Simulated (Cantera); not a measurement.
A closed system holds: 1 mol MgCO3, 0.12 mol SO2, 9.1 mol H2O, equilibrated at 0.100 bar.

Cantera equilibrium calculation (NASA polynomials, part measured and part estimated; ideal gas, pure solids and liquids). Candidate condensed phases: C, C6H6, C7H8, C8H18, H2O, H2SO4, Mg, MgCO3, MgO, Mg(OH)2, MgS, MgSO4, S; 130 gas species. Equilibrium is a limit: real reactors are often held back by kinetics, nucleation or transport.

x: gas mole fraction; n: condensed amount in mol.

```tsv
T (°C)	x H2O	x CO2	x SO2	x H2	x O2	n MgO(s)
927	0.890	0.0978	0.0117	1.40e-5	6.54e-6	1.00
977	0.890	0.0978	0.0117	___	___	1.00
1027	0.890	0.0978	0.0117	4.79e-5	2.60e-5	1.00
1077	0.890	0.0978	0.0117	8.38e-5	4.70e-5	1.00
1127	0.890	0.0978	0.0117	0.000141	8.09e-5	1.00
1177	0.890	0.0978	0.0117	0.000230	0.000134	1.000
1227	0.890	0.0977	0.0117	0.000363	0.000214	1.000
1277	0.889	0.0976	0.0117	0.000557	0.000333	1.000
1327	0.889	0.0975	0.0117	___	___	1.000
1377	0.888	0.0973	0.0117	0.00121	0.000739	1.000
1427	0.887	0.0971	0.0117	0.00173	0.00106	1.000
1477	0.886	0.0967	0.0117	0.00241	0.00150	1.000
```

Problem. Fill in the missing entries.

Solution. 
- 977, x H2: 2.64e-5
- 977, x O2: 1.36e-5
- 1327, x H2: 0.000832
- 1327, x O2: 0.000502
